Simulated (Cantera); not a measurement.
**Equilibrium for chemical vapour transport: Si + HCl**

A closed system holds: 1 mol Si, 0.74 mol HCl, at 850 K and 2.90 bar.

Cantera equilibrium calculation (NASA polynomials, part measured and part estimated; ideal gas, pure solids and liquids). Candidate condensed phases: Si; 19 gas species. The tables' values for SiCl3 are old estimates; treat these amounts as uncertain. The numbers say what is thermodynamically allowed, not how fast it happens.

```
Quantity         Value
----------  ----------
x(H2)            0.620
x(SiCl4)         0.247
x(SiHCl3)        0.125
x(SiH2Cl2)     0.00554
x(HCl)         0.00204
x(SiCl3)      0.000167
x(SiH3Cl)      5.84e-5
x(SiCl2)       7.97e-6
n(Si(s))     0.797 mol
gas amount  0.5370 mol
```
